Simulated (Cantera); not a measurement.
# Ignition delay

Mixture: 10.0 % CO, 1.10 % H2, 22.1 % CH4, 14.1 % O2, 52.7 % N2, at 7500 Torr, adiabatic and at constant volume. Ignition delay is the time to a rise of 400 K.

Computed with Cantera and GRI-Mech 3.0 (53 species, 325 reactions). Below about 1000 K GRI-Mech 3.0 lacks low-temperature oxidation paths. Below about 950 K walls govern HO2 and H2O2 in real vessels.

```csv
T0 (K),delay (ms)
875,389
975,98.4
1075,33.5
1175,11.1
1275,3.62
1375,1.21
```

| Quantity | Result |
|---|---|
| apparent activation energy between 1175 and 1375 K | 150 kJ/mol |
